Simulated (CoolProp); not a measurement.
Properties of acetone along the isotherm 276.85 °C.

Computed with CoolProp (reference Helmholtz-energy equation of state, Lemmon 2006). It is a short technical equation, of lower accuracy than the large ones.

| p (bar) | phase | Z | speed of sound (m/s) | expansivity (1/kK) |
|---|---|---|---|---|
| 19.6 | gas | 0.8693 | 259.9 | 2.909 |
| 39.1 | gas | 0.7232 | 226.0 | 5.178 |
| 58.7 | supercritical | 0.5477 | 189.0 | 11.69 |
| 78.2 | supercritical | 0.3536 | 174.6 | 22.86 |
| 97.8 | supercritical | 0.3264 | 247.4 | 9.756 |
| 117 | supercritical | 0.3514 | 309.4 | 6.258 |
| 137 | supercritical | 0.3861 | 360.3 | 4.759 |
| 156 | supercritical | 0.4214 | 400.6 | 3.974 |
| 176 | supercritical | 0.4594 | 437.3 | 3.440 |
| 196 | supercritical | 0.4976 | 470.0 | 3.066 |
| 215 | supercritical | 0.5339 | 498.2 | 2.798 |
| 235 | supercritical | 0.5719 | 525.4 | 2.577 |
